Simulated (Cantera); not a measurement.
## Sublimation and decomposition of ceramics: BN + H2

Feed: 1 mol BN, 0.59 mol H2, held at 1.33 mbar.

Cantera equilibrium calculation (NASA polynomials, part measured and part estimated; ideal gas, pure solids and liquids). Candidate condensed phases: B, BN; 15 gas species. Mutual solubility and eutectic melting of coexisting phases are not modelled. The tables' values for BH2 are old estimates; treat these amounts as uncertain. Equilibrium is a limit: real reactors are often held back by kinetics, nucleation or transport.

From 1673 K to 2073 K the condensed part is B(s) + BN(s). From 2123 K to 2273 K the condensed part is B(s).

```
T (K)   x H2      x N2      x H       x B     x BH2    n B(s)  n BN(s)
-----  -----  --------  -------  --------  --------  --------  -------
1673   0.997  0.000255  0.00311   1.47e-7   4.89e-5  0.000273    1.000
1723   0.994  0.000722  0.00498   4.68e-7   7.29e-5  0.000811    0.999
1773   0.990   0.00192  0.00775   1.40e-6  0.000106   0.00222    0.998
1823   0.983   0.00485   0.0118   3.93e-6  0.000150   0.00570    0.994
1873   0.971    0.0116   0.0174   1.04e-5  0.000208    0.0139    0.986
1923   0.948    0.0267   0.0251   2.63e-5  0.000280    0.0326    0.967
1973   0.906    0.0587   0.0352   6.34e-5  0.000362    0.0747    0.925
2023   0.828     0.124   0.0473  0.000146  0.000442     0.171    0.828
2073   0.687     0.253   0.0597  0.000323  0.000482     0.415    0.585
2123   0.488     0.443   0.0686  0.000687  0.000443     0.999        0
2173   0.470     0.437   0.0906   0.00141  0.000548     0.998        0
2223   0.448     0.430    0.117   0.00280  0.000662     0.996        0
2273   0.422     0.422    0.149   0.00540  0.000781     0.992        0
```
x: gas mole fraction; n: condensed amount in mol.
